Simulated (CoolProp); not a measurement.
Carbon monoxide along the isotherm -166.15 °C: Z from the reference equation and from simpler models built on Tc = -140.3 °C, pc = 3.498 MPa, ω = 0.050; each cubic takes its own stable root.

Computed with CoolProp (reference Helmholtz-energy equation of state, Lemmon 2006). It is a short technical equation, of lower accuracy than the large ones.

| p (MPa) | phase | reference |
|---|---|---|
| 2.69 | liquid | 0.1251 |
| 5.38 | liquid | 0.2450 |
| 8.07 | liquid | 0.3611 |
| 10.8 | liquid | 0.4760 |
| 13.5 | liquid | 0.5871 |
| 16.1 | liquid | 0.6922 |
| 18.8 | liquid | 0.7995 |
| 21.5 | liquid | 0.9053 |
| 24.2 | liquid | 1.010 |
| 26.9 | liquid | 1.113 |
| 29.6 | liquid | 1.215 |
| 32.3 | liquid | 1.315 |
| 35 | liquid | 1.415 |

Problem. How far does each simpler model (van der Waals, Redlich-Kwong, Soave-Redlich-Kwong, Peng-Robinson) lie from the reference over these 13 states: mean and median of the absolute difference, and the worst?

Solution. 
- van der Waals: mean 37.1 %, median 36.0 %, worst +44.3 % at -166.15 °C and 2.69 MPa
- Redlich-Kwong: mean 1.1 %, median 1.0 %, worst +2.9 % at -166.15 °C and 2.69 MPa
- Soave-Redlich-Kwong: mean 1.1 %, median 1.1 %, worst +2.6 % at -166.15 °C and 2.69 MPa
- Peng-Robinson: mean 11.1 %, median 11.4 %, worst -11.7 % at -166.15 °C and 35 MPa
